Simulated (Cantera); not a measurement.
# Silicon carbide growth: (CH₃)₂SiCl₂ + C₂H₄ + H₂

Feed: 1 mol (CH₃)₂SiCl₂, 0.0051 mol C₂H₄, 19 mol H₂, equilibrated at 0.00240 bar.

Cantera equilibrium calculation (NASA polynomials, part measured and part estimated; ideal gas, pure solids and liquids). Candidate condensed phases: C, C₆H₆, C₇H₈, C₈H₁₈, Si, SiC; 109 gas species. The feed counts by its element totals alone. The tables' values for SiCl are old estimates; treat these amounts as uncertain. Gases not in the tables: Si₂H₆ and higher silanes. Rates play no part.

```
T (°C)  log p H₂  log p H  log p HCl  log p Si  log p Cl  log p C₂H₂ (acetylene)  n C(graphite)  n SiC(s)
------  --------  -------  ---------  --------  --------  ----------------------  -------------  --------
1250       -2.66    -5.97      -3.68     -9.84     -7.09                   -7.59           1.01     0.995
1300       -2.66    -5.72      -3.68     -9.28     -6.84                   -7.34           1.02     0.994
1350       -2.66    -5.49      -3.68     -8.75     -6.62                   -7.12           1.02     0.992
1400       -2.66    -5.27      -3.69     -8.25     -6.41                   -6.90           1.02     0.991
1450       -2.66    -5.07      -3.69     -7.79     -6.21                   -6.70           1.02     0.989
1500       -2.66    -4.88      -3.69     -7.34     -6.02                   -6.52           1.02     0.987
1550       -2.66    -4.69      -3.69     -6.93     -5.84                   -6.34           1.02     0.984
1600       -2.66    -4.52      -3.70     -6.53     -5.67                   -6.17           1.02     0.979
1650       -2.67    -4.36      -3.70     -6.16     -5.52                   -6.01           1.02     0.972
1700       -2.67    -4.21      -3.71     -5.81     -5.37                   -5.86           1.02     0.959
1750       -2.68    -4.06      -3.71     -5.47     -5.23                   -5.73           1.03     0.934
1800       -2.68    -3.92      -3.73     -5.15     -5.10                   -5.60           1.06     0.886
1850       -2.69    -3.79      -3.74     -4.84     -4.97                   -5.48           1.13     0.791
1900       -2.71    -3.67      -3.76     -4.55     -4.86                   -5.36           1.25     0.606
```
log p: log10 of the partial pressure in bar; n: condensed amount in mol.

From 1250 °C to 1900 °C the condensed part is C(graphite) + SiC(s). The main Si-bearing gas is SiCl₂ at 1250 °C and Si at 1900 °C. The share of Si in condensed phases is highest at 1250 °C (99.5 %) and lowest at 1900 °C (60.6 %).
